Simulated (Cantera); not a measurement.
Cantera with NASA thermochemical tables; ideal gases at 1 bar, condensed phases pure. Values are per mole of reaction as written; species without (g) are pure solids or liquids, kept so even where they would boil at 1 bar.

**Question.** Between 300 and 500 K, where is each reaction favourable under standard conditions?
- P4O10 + 4 NH3(g) ⇌ 4 PH3(g) + 2 O3(g) + 4 NO(g)

**Answer.** 
- P4O10 + 4 NH3(g) ⇌ 4 PH3(g) + 2 O3(g) + 4 NO(g): ΔG° is 3515 kJ at 300 K and 3285 kJ at 500 K; it stays positive (K < 1). ΔH° is 3856 kJ and ΔS° 1144 J/K at 500 K.
